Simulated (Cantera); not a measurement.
An isothermal, constant-pressure homogeneous reactor starts with C₂H₆ : N₂ = 1 : 190 (molar parts), at 1798 K and 100.0 Torr. Integrator tolerance rtol = 1e-08.

Computed with Cantera and GRI-Mech 3.0 (53 species, 325 reactions). GRI-Mech 3.0 stops at C3 and has no aromatics, soot or wall deposition, so with more carbon than oxygen in the feed, carbon stays in small species such as C2H2 where larger ones or solid carbon would form.

### Question
What does this change do: temperature 1798 to 1850 K?

### Answer
```tsv
quantity	before	after
x(C₂H₆) at 70.0 s	<1e-12 (gas-phase equilibrium <1e-12)	<1e-12 (gas-phase equilibrium <1e-12)
x(C₂H) at 70.0 s	4.24e-7 (gas-phase equilibrium 2.17e-8)	8.02e-7 (gas-phase equilibrium 3.89e-8)
x(C₂H₄) at 70.0 s	1.66e-7 (gas-phase equilibrium 8.46e-9)	1.16e-7 (gas-phase equilibrium 5.62e-9)
x(CH₂) at 70.0 s	3.26e-10 (gas-phase equilibrium 2.74e-10)	4.53e-10 (gas-phase equilibrium 4.43e-10)
x(CH₃) at 70.0 s	3.04e-8 (gas-phase equilibrium 2.55e-8)	2.65e-8 (gas-phase equilibrium 2.58e-8)
x(C₂H₂) at 70.0 s	0.00512 (gas-phase equilibrium 0.000261)	0.00510 (gas-phase equilibrium 0.000247)
x(HCN) at 70.0 s	0.000125 (gas-phase equilibrium 0.00984)	0.000166 (gas-phase equilibrium 0.00987)
```

### Question
What does this change do: pressure from 100.0 Torr to 1.40 bar?

### Answer
| quantity | before | after |
|---|---|---|
| x(C₂H₆) at 70.0 s | <1e-12 (gas-phase equilibrium <1e-12) | 2.16e-11 (gas-phase equilibrium 1.69e-12) |
| x(C₂H) at 70.0 s | 4.24e-7 (gas-phase equilibrium 2.17e-8) | 1.31e-7 (gas-phase equilibrium 6.68e-9) |
| x(C₂H₄) at 70.0 s | 1.66e-7 (gas-phase equilibrium 8.46e-9) | 1.74e-6 (gas-phase equilibrium 8.91e-8) |
| x(CH₂) at 70.0 s | 3.26e-10 (gas-phase equilibrium 2.74e-10) | 9.35e-10 (gas-phase equilibrium 2.74e-10) |
| x(CH₃) at 70.0 s | 3.04e-8 (gas-phase equilibrium 2.55e-8) | 2.83e-7 (gas-phase equilibrium 8.28e-8) |
| x(C₂H₂) at 70.0 s | 0.00512 (gas-phase equilibrium 0.000261) | 0.00512 (gas-phase equilibrium 0.000261) |
| x(HCN) at 70.0 s | 0.000125 (gas-phase equilibrium 0.00984) | 0.000122 (gas-phase equilibrium 0.00984) |
